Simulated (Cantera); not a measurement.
Input (Python, Cantera) and output of one run.

```python
import numpy as np
import cantera as ct

gas_names = """
    CL CL2 H HCL H2 N NH NH2 NH3 N2 N2H2 N2H4 Si SiCL SiCL2 SiCL3 SiCL4 SiH SiHCL3 SiH2 SiH2CL2 SiH3
    SiH3CL SiH4 SiN Si2 Si2N Si3
""".split()
cond_names = """
    NH4CL(a) NH4CL(b) Si(cr) Si(L) Si3N4(a)
""".split()


# ... load() reads the species with a 1 bar reference pressure and builds the phases ...
atoms = {
    'SiHCl3': {'Si': 1, 'H': 1, 'CL': 3},
    'N2': {'N': 2},
}
top_T = {'Si3N4(a)': 2400}  # K; cautious upper limits of use, not melting points


# ... equilibrate(T, P, feed) seeds the gas with the atoms and calls Mixture.equilibrate('TP', solver="vcs", rtol=1e-11, max_steps=5000) ...
results = []
feed = {'SiHCl3': 1, 'N2': 31}  # mol
P = 1333.22  # Pa
for T in [725, 825, 925, 1025, 1125, 1225, 1325, 1425, 1525]:
    mix = equilibrate(T, P, feed)
    results.append((T, P, feed, dict(zip(mix.species_names, mix.species_moles))))
    x = sorted(zip(gas.X, gas.species_names), reverse=True)
    print(f"T = {T:g} K  P = {P:g} Pa  gas = {mix.phase_moles(0):.4g} mol")
    print("   x: " + "  ".join(f"{s} {v:.3e}" for v, s in x if v > 1e-05))
    print("   condensed (mol): " + ("  ".join(f"{mix.phase(i).name} {mix.phase_moles(i):.4g}"
          for i in range(1, mix.n_phases) if mix.phase_moles(i) > 1e-12) or "none"))
```

It prints:

```
T = 725 K  P = 1333.22 Pa  gas = 32.15 mol
   x: N2 9.548e-01  HCL 2.522e-02  SiCL4 1.702e-02  H2 2.940e-03
   condensed (mol): Si3N4(a) 0.1509
T = 825 K  P = 1333.22 Pa  gas = 32.15 mol
   x: N2 9.545e-01  HCL 2.653e-02  SiCL4 1.669e-02  H2 2.286e-03
   condensed (mol): Si3N4(a) 0.1544
T = 925 K  P = 1333.22 Pa  gas = 32.16 mol
   x: N2 9.543e-01  HCL 2.737e-02  SiCL4 1.648e-02  H2 1.864e-03
   condensed (mol): Si3N4(a) 0.1566
T = 1025 K  P = 1333.22 Pa  gas = 32.16 mol
   x: N2 9.541e-01  HCL 2.793e-02  SiCL4 1.630e-02  H2 1.578e-03  SiCL3 4.108e-05
   condensed (mol): Si3N4(a) 0.158
T = 1125 K  P = 1333.22 Pa  gas = 32.16 mol
   x: N2 9.540e-01  HCL 2.832e-02  SiCL4 1.604e-02  H2 1.379e-03  SiCL3 2.291e-04  SiCL2 4.026e-05  SiHCL3 1.357e-05
   condensed (mol): Si3N4(a) 0.1584
T = 1225 K  P = 1333.22 Pa  gas = 32.18 mol
   x: N2 9.536e-01  HCL 2.855e-02  SiCL4 1.522e-02  H2 1.251e-03  SiCL3 9.326e-04  SiCL2 4.517e-04  SiHCL3 2.081e-05
   condensed (mol): Si3N4(a) 0.1549
T = 1325 K  P = 1333.22 Pa  gas = 32.28 mol
   x: N2 9.519e-01  HCL 2.850e-02  SiCL4 1.244e-02  SiCL2 3.222e-03  SiCL3 2.716e-03  H2 1.226e-03  SiHCL3 2.740e-05
   condensed (mol): Si3N4(a) 0.1353
T = 1425 K  P = 1333.22 Pa  gas = 32.58 mol
   x: N2 9.470e-01  HCL 2.767e-02  SiCL2 1.321e-02  SiCL4 6.081e-03  SiCL3 4.519e-03  H2 1.498e-03  CL 3.459e-05  SiHCL3 2.576e-05
   condensed (mol): Si3N4(a) 0.07448
T = 1525 K  P = 1333.22 Pa  gas = 32.91 mol
   x: N2 9.419e-01  SiCL2 2.607e-02  HCL 2.508e-02  SiCL3 3.123e-03  H2 2.642e-03  SiCL4 1.111e-03  CL 8.017e-05  SiHCL3 1.323e-05  H 1.053e-05
   condensed (mol): Si3N4(a) 0.0007106
```

Equilibrium computed with Cantera from the NASA thermochemical tables; the gas is ideal and each condensed phase is pure. N2 is the only nitrogen source here; it is nearly inert below about 1500 K, so the nitride shown seldom forms there in practice. The tables' values for SiCl3 are old estimates; treat these amounts as uncertain.
